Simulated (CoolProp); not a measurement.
Computed with CoolProp (reference Helmholtz-energy equation of state, Polt 1992). This equation is an older, rougher fit; its heat capacities, sound speeds and derivatives of the liquid may be far off and weren't checked against measurements.

### Question
Give the vapour pressure (bar), liquid density (kg/m³), vapour density (kg/m³), enthalpy of vaporisation (kJ/kg) of saturated propyne at 328.7, 337.1, 345.6 K.

### Answer
```
T (K)  p (bar)  liquid density (kg/m³)  vapour density (kg/m³)  enthalpy of vaporisation (kJ/kg)
-----  -------  ----------------------  ----------------------  --------------------------------
328.7     13.0                     559                    23.5                               416
337.1     15.8                     544                    28.9                               398
345.6     19.1                     527                    35.5                               377
```
